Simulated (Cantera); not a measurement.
A Cantera script and what it prints.

```python
import numpy as np
import cantera as ct

gas_names = """
    CL CLO CL2 H HCL HNO HNO2 HNO3 HOCL HO2 H2 H2O H2O2 N NH NH2 NH3 NH2OH NO NO2 NO3 N2 N2H2 N2H4 N2O O
    OH O2 O3 Ti TiCL TiCL2 TiCL3 TiCL4 TiO TiOCL TiOCL2 TiO2
""".split()
cond_names = """
    H2O(s) H2O(L) NH4CL(a) NH4CL(b) Ti(a) Ti(b) Ti(L) TiCL2(s) TiCL3(s) TiCL4(L) TiN(s) TiN(L) TiO(a)
    TiO(b) TiO(L) TiO2(ru) TiO2(L) Ti2O3(a) Ti2O3(b) Ti2O3(L) Ti3O5(a) Ti3O5(b) Ti3O5(L) Ti4O7(s)
    Ti4O7(L)
""".split()


# ... load() reads the species with a 1 bar reference pressure and builds the phases ...
atoms = {
    'TiCl4': {'Ti': 1, 'CL': 4},
    'H2O': {'H': 2, 'O': 1},
    'N2': {'N': 2},
}
top_T = {'TiCL2(s)': 1300, 'TiCL3(s)': 1000}  # K; cautious upper limits of use, not melting points


# ... equilibrate(T, P, feed) seeds the gas with the atoms and calls Mixture.equilibrate('TP', solver="vcs", rtol=1e-11, max_steps=5000) ...
results = []
feed = {'TiCl4': 1, 'H2O': 13, 'N2': 12}  # mol
T = 1323  # K
P = 133.322  # Pa
mix = equilibrate(T, P, feed)
results.append((T, P, feed, dict(zip(mix.species_names, mix.species_moles))))
x = sorted(zip(gas.X, gas.species_names), reverse=True)
print(f"T = {T:g} K  P = {P:g} Pa  gas = {mix.phase_moles(0):.4g} mol")
print("   x: " + "  ".join(f"{s} {v:.3e}" for v, s in x if v > 1e-06))
print("   condensed (mol): " + ("  ".join(f"{mix.phase(i).name} {mix.phase_moles(i):.4g}"
      for i in range(1, mix.n_phases) if mix.phase_moles(i) > 1e-12) or "none"))
```

Result:

```
T = 1323 K  P = 133.322 Pa  gas = 27.01 mol
   x: N2 4.443e-01  H2O 4.072e-01  HCL 1.478e-01  CL 3.404e-04  H2 2.500e-04  O2 3.346e-05  OH 1.618e-05  NO 4.347e-06
   condensed (mol): TiO2(ru) 1
```

Equilibrium computed with Cantera from the NASA thermochemical tables; the gas is ideal and each condensed phase is pure.
